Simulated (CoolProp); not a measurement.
Water along the isobar 49 MPa: Z from the reference equation and from simpler models built on Tc = 647.1 K, pc = 22.06 MPa, ω = 0.344; each cubic takes its own stable root.

Values from CoolProp's reference Helmholtz-energy equation of state, Wagner 2002.

```tsv
T (K)	phase	reference
300.1	liquid	0.3477
324.5	liquid	0.3247
348.9	liquid	0.3059
373.3	liquid	0.2903
397.7	liquid	0.2774
422.1	liquid	0.2667
446.5	liquid	0.2579
470.9	liquid	0.2509
495.3	liquid	0.2454
519.7	liquid	0.2416
544.1	liquid	0.2393
568.5	liquid	0.2388
592.9	liquid	0.2404
617.3	liquid	0.2449
641.7	liquid	0.2534
```

How far does each simpler model (van der Waals, Redlich-Kwong, Soave-Redlich-Kwong, Peng-Robinson) lie from the reference over these 15 states: mean and median of the absolute difference, and the worst?


- van der Waals: mean 99.4 %, median 102.1 %, worst +104.1 % at 397.7 K and 49 MPa
- Redlich-Kwong: mean 43.6 %, median 44.2 %, worst +47.9 % at 617.3 K and 49 MPa
- Soave-Redlich-Kwong: mean 39.1 %, median 38.3 %, worst +46.6 % at 641.7 K and 49 MPa
- Peng-Robinson: mean 23.7 %, median 22.6 %, worst +31.6 % at 641.7 K and 49 MPa
